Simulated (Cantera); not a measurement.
Feed: 1 mol AlCl3, 10 mol N2O, 12 mol N2, held at 1523.15 K and 1.33 mbar.

Equilibrium computed with Cantera from the NASA thermochemical tables; the gas is ideal and each condensed phase is pure. Candidate condensed phases: Al, AlCl3, AlN, Al2O3; 24 gas species. Rates play no part.

Base state: N2 0.754, O2 0.145, Cl 0.0974, Cl2 0.00272, NO 0.00111, O 5.77e-5, ClO 3.23e-5 (mole fractions); condensed: Al2O3(s).

Q: What changes in the equilibrium state with this change: N2 from 12 to 1.7 mol?

A: 
```csv
species,before,after
N2,0.754,0.621
O2,0.145,0.225
Cl,0.0974,0.147
Cl2,0.00272,0.00620
ClO,3.23e-5,6.07e-5
O,5.77e-5,7.18e-5
"Al2O3(s), mol",0.500,0.500
```

Q: What changes in the equilibrium state with this change: temperature from 1523.15 K to 1773.15 K?

A: 
| species | before | after |
|---|---|---|
| N2 | 0.754 | 0.750 |
| O2 | 0.145 | 0.143 |
| Cl | 0.0974 | 0.102 |
| Cl2 | 0.00272 | 0.000180 |
| O | 5.77e-5 | 0.000975 |
| NO | 0.00111 | 0.00305 |
| ClO | 3.23e-5 | 2.58e-5 |
| Al2O3(s), mol | 0.500 | 0.500 |
